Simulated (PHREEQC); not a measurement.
Make-up at 25 °C: 33 mmol/kgw HF, 13 mmol/kgw (CH3)4NF and 0.0012 mmol/kgw H4SiO4. Closed to the air; pH follows from the charge balance.

Computed with PHREEQC (ion-association model, wateq4f.dat).

| quantity | before | after |
|---|---|---|
| pH | 2.82 | 7.61 |
| ionic strength (mol/kgw) | 0.0147 | 0.0439 |
| HF (mol/kgw) | 0.0263 | 1.30e-6 |
| F- (mol/kgw) | 0.0133 | 0.0439 |
| HF2- (mol/kgw) | 0.00135 | 2.21e-7 |
| SI of Quartz (SiO2) | -9.45 | -1.94 |

Question: What was changed between the two runs?
(A) HF replaced by AgF at the same molality
(B) diluted 2-fold with water
(C) diluted 100-fold with water
(D) 0.0093 mol/kgw NaOH added
(E) (CH3)4NF from 0.013 to 0.0117 mol/kgw

Answer: A, HF replaced by AgF at the same molality

This is a speciation only: nothing precipitates in the calculation. (CH3)4N+ isn't in the database: it is added as a free cation with an ion size of 4 Å. SiF6-2 is the database's only silicon fluoride.
